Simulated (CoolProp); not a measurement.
Vapour-liquid equilibrium of R143a (1) + isobutene (2) at 0.00476 MPa; x and y are mole fractions of (1).

Values from CoolProp's multi-fluid Helmholtz-energy mixture model, Lemmon and Jacobsen 2000 and Lemmon 2005; pair parameters Bell 2016.

Question: Give the bubble temperature and the first vapour's composition at x = 0.2, 0.5, 0.8. Is there an azeotrope?

Answer: x = 0.2: 182.3 K, y = 0.889; x = 0.5: 179.7 K, y = 0.921; x = 0.8: 178.6 K, y = 0.946. No azeotrope shows between x = 0.05 and 0.95.

Pair parameters are fitted to limited data, so mixtures are less certain than the pure fluids. With so large a gap from Raoult's law the liquid may split in two, which this calculation doesn't test in full.
